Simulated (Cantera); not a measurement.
An isothermal plug-flow reactor at 625 K and 1.00 atm (inlet), inlet velocity 0.071 m/s, active area per volume 100 1/m; feed H₂ : O₂ : N₂ : H₂O = 0.004 : 0.026 : 0.79 : 0.062 (molar parts), equivalence ratio 0.077.

Detailed kinetics in Cantera: Deutschmann's 1995 Pt surface mechanism with GRI-Mech 3.0 gas chemistry. Catalytic surfaces can have several steady states; this one follows from the mechanism file's or the stated starting coverage. Mass transfer to the wall is taken as infinitely fast.

Problem. Predict: x(H₂) at z = 0.022 m; x(O₂) at z = 0.022 m; x(H₂O) at z = 0.022 m; θ(free Pt) at the exit; θ(O*) at the exit; θ(OH*) at the exit.

Solution. 
* **x(H₂) at z = 0.022 m**: 5.09e-6
* **x(O₂) at z = 0.022 m**: 0.0273
* **x(H₂O) at z = 0.022 m**: 0.0750
* **θ(free Pt) at the exit**: 0.00299
* **θ(O*) at the exit**: 0.992
* **θ(OH*) at the exit**: 0.00519
